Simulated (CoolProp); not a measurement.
Model: reference Helmholtz-energy equation of state, Lemmon 2006, in CoolProp. It is a short technical equation, of lower accuracy than the large ones.

Problem. For C3F8 (R218), give the phase and the Joule-Thomson coefficient (K/MPa) at -76.45 °C and 0.101 MPa; 8.45 °C and 0.101 MPa; 72.05 °C and 0.101 MPa.

Solution. 
- -76.45 °C and 0.101 MPa: liquid; Joule-Thomson coefficient -0.384
- 8.45 °C and 0.101 MPa: gas; Joule-Thomson coefficient 15.7
- 72.05 °C and 0.101 MPa: gas; Joule-Thomson coefficient 7.86
